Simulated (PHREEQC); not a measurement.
0.94 g of hydrous ferric oxide (600 m²/g; 0.2 weak and 0.005 strong sites per Fe, Dzombak-Morel constants, diffuse double layer) in 1 kg of water with 0.3 mol/kgw of an inert sodium salt and 1 mmol/kgw NaF, at 25 °C; the pH is set by adding NaOH or the inert anion's acid. Oxygen alone is held at its pressure in air (log pO2 = -0.68). CO2 from the air is kept out. No solid was allowed to form.

Base run: PHREEQC, ion-association model, wateq4f.dat. Each further column changes one thing. The table gives F sorbed (%).

```
pH    base  background salt from 0.3 to 0.03 mol/kgw  oxide from 0.94 to 4.7 g/kgw  0.00023 mol/kgw NaH2PO4 added
----  ----  ----------------------------------------  ----------------------------  -----------------------------
4     59.7                                      87.0                          93.6                           50.4
4.75  56.6                                      80.4                          92.4                           46.1
5.12  52.5                                      74.4                          90.7                           42.0
5.88  39.5                                      56.6                          82.8                           29.8
6.25  31.8                                      46.1                          75.7                           23.0
7     17.0                                      24.9                          53.4                           10.8
7.75   6.8                                       9.3                          27.2                            3.8
8.12   3.9                                       5.0                          17.0                            2.2
8.88   1.1                                       1.2                           5.4                            0.7
9.25   0.6                                       0.6                           3.0                            0.5
10     0.2                                       0.1                           0.9                            0.2
```

 H3PO4, which wateq4f.dat lacks, is added to it with the constant of phreeqc.dat.
